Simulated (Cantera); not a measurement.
Mixture: CH₄ : C₂H₆ : C₃H₈ : O₂ : N₂ = 1 : 0.032 : 0.099 : 1.74 : 6.53 (molar parts), equivalence ratio 1.5, at 3.20 bar, adiabatic and at constant pressure. Ignition delay is the time to a rise of 400 K.

Detailed kinetics in Cantera: GRI-Mech 3.0 (53 species, 325 reactions).

Question: What does this change do: pressure from 3.20 bar to 0.330 bar?

Answer: 
```json
[
 {"quantity": "delay at 1175 K", "before": "8.14 ms", "after": "32.2 ms"},
 {"quantity": "delay at 1275 K", "before": "1.71 ms", "after": "5.87 ms"},
 {"quantity": "delay at 1375 K", "before": "0.425 ms", "after": "1.50 ms"},
 {"quantity": "delay at 1475 K", "before": "0.133 ms", "after": "0.522 ms"},
 {"quantity": "delay at 1575 K", "before": "51.9 µs", "after": "0.234 ms"},
 {"quantity": "delay at 1675 K", "before": "24.5 µs", "after": "0.126 ms"},
 {"quantity": "apparent activation energy between 1475 and 1675 K", "before": "170 kJ/mol", "after": "150 kJ/mol"}
]
```

Question: What does this change do: pressure from 3.20 bar to 5.00 bar?

Answer: 
| quantity | before | after |
|---|---|---|
| delay at 1175 K | 8.14 ms | 5.69 ms |
| delay at 1275 K | 1.71 ms | 1.27 ms |
| delay at 1375 K | 0.425 ms | 0.325 ms |
| delay at 1475 K | 0.133 ms | 0.102 ms |
| delay at 1575 K | 51.9 µs | 39.2 µs |
| delay at 1675 K | 24.5 µs | 18.2 µs |
| apparent activation energy between 1475 and 1675 K | 170 kJ/mol | 180 kJ/mol |

Question: What does this change do: pressure from 3.20 bar to 1.01 bar?

Answer: 
| quantity | before | after |
|---|---|---|
| delay at 1175 K | 8.14 ms | 17.7 ms |
| delay at 1275 K | 1.71 ms | 3.31 ms |
| delay at 1375 K | 0.425 ms | 0.809 ms |
| delay at 1475 K | 0.133 ms | 0.262 ms |
| delay at 1575 K | 51.9 µs | 0.108 ms |
| delay at 1675 K | 24.5 µs | 54.3 µs |
| apparent activation energy between 1475 and 1675 K | 170 kJ/mol | 160 kJ/mol |
